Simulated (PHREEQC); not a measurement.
0.95 g of hydrous ferric oxide (600 m²/g; 0.2 weak and 0.005 strong sites per Fe, Dzombak-Morel constants, diffuse double layer) in 1 kg of water with 0.005 mol/kgw of an inert sodium salt and 4.3 mmol/kgw CaCl2, at 25 °C; the pH is set by adding NaOH or the inert anion's acid. O2 is buffered at 0.21 atm. The system is closed to CO2. Nothing may precipitate in this run.

Model: ion-association model, wateq4f.dat, run in PHREEQC.

| pH | Ca sorbed (%) | surface charge σ (C/m²) | surface potential ψ (mV) |
|---|---|---|---|
| 4 | 0.0 | 0.247 | 176 |
| 4.5 | 0.0 | ? | ? |
| 5 | 0.0 | 0.136 | 146 |
| 5.5 | 0.0 | 0.094 | 128 |
| 6 | ? | 0.062 | 107 |
| 6.5 | 0.3 | 0.039 | ? |
| 7 | ? | 0.024 | 62 |
| 7.5 | 2.0 | 0.013 | 39 |
| 8 | 6.1 | 0.007 | 22 |
| 8.5 | ? | 0.005 | 15 |
| 9 | 19.8 | 0.004 | 13 |
| 9.5 | 23.1 | 0.004 | 12 |
| 10 | ? | 0.004 | 12 |
| 10.5 | 25.1 | 0.003 | 11 |
| 11 | 25.4 | 0.003 | 10 |
| 11.5 | 25.6 | 0.003 | 9 |
| 12 | 25.6 | 0.003 | 7 |

Task: Some entries are withheld; supply them.

Result: 
- 4.5, surface charge σ (C/m²): 0.189
- 4.5, surface potential ψ (mV): 163
- 6, Ca sorbed (%): 0.1
- 6.5, surface potential ψ (mV): 85
- 7, Ca sorbed (%): 0.9
- 8.5, Ca sorbed (%): 13.4
- 10, Ca sorbed (%): 24.5

Species that the database lacks are ignored.
